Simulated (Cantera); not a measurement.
Feed: 1 mol V2O3, 1.7 mol H2, equilibrated at 600 °C and 0.133 bar.

Cantera equilibrium calculation (NASA polynomials, part measured and part estimated; ideal gas, pure solids and liquids). Candidate condensed phases: H2O, V, VO, V2O3, V2O4, V2O5; 12 gas species. Condensed phases not in the tables: the oxides between V2O3 and V2O5 other than VO2. Equilibrium is a limit: real reactors are often held back by kinetics, nucleation or transport.

Base state: H2 1.000 (mole fractions); condensed: V2O3(s).

**Question.** What changes in the equilibrium state with this change: temperature from 600 °C to 1427 °C?

**Answer.** 
```csv
species,before,after
H2,1.000,0.990
H2O,8.56e-6,0.00963
H,<1e-9,0.000402
"V2O3(s), mol",1.000,0.984
"VO(s), mol",0,0.0328
```
Mutual solubility and eutectic melting of coexisting phases are not modelled. VO: taken at fixed stoichiometry.

**Question.** What changes in the equilibrium state with this change: temperature from 600 °C to 1500 °C?

**Answer.** 
| species | before | after |
|---|---|---|
| H2 | 1.000 | 0.986 |
| H2O | 8.56e-6 | 0.0130 |
| H | <1e-9 | 0.000774 |
| V2O3(s), mol | 1.000 | 0.978 |
| VO(s), mol | 0 | 0.0442 |
Mutual solubility and eutectic melting of coexisting phases are not modelled. VO: taken at fixed stoichiometry.
